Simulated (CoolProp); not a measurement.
Fluorine at 295 K and 8.09 MPa is throttled through a valve to 3.16 MPa with no heat exchange. Each further row changes one setting.

Computed with CoolProp (reference Helmholtz-energy equation of state, de Reuck 1990).

| case | temperature change (K) | final density (kg/m³) |
|---|---|---|
| as stated | -8.7 | 51.3 |
| outlet pressure 0.948 MPa | -13.2 | 15.5 |
| outlet pressure 4.11 MPa | -6.9 | 66.5 |
